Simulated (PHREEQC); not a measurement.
Consider water at 25 °C with 0.12 mmol/kgw Cu(BF4)2, 9.5 mmol/kgw HCl and 1.2 mmol/kgw KCl. Closed to the air; pH follows from the charge balance.

Model: ion-association model, phreeqc.dat, run in PHREEQC.

No solid was allowed to form.

**Question.** Order these F species by the share of F that they hold, largest first: HF, BF4-, F-.

**Answer.** HF (91 %), F- (8.0 %), BF4- (0.29 %)

The pH is 2.07 and the ionic strength 0.0109 mol/kgw. Real BF4- forms and hydrolyses slowly; the run takes it at equilibrium.
